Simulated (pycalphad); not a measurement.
CALPHAD calculation (pycalphad, COST 507 light-alloy database (1999)), 1 atm. The data set is of 1999 and partly superseded. Diffusion is slow at the low end, where real alloys seldom reach equilibrium.

# Al-0.08C (at.%): equilibrium cooling sequence

```tsv
T (°C)	phases above	phases below
1382.0	LIQUID	AL4C3 + LIQUID
660.3	AL4C3 + LIQUID	AL4C3 + FCC_A1
```

Changes were sought between steps of 75 K, so a narrower field can be missed.

Database names, with the compositions (at.%) that they take in these runs: AL4C3: Al 57 C 43. FCC_A1 is fcc.
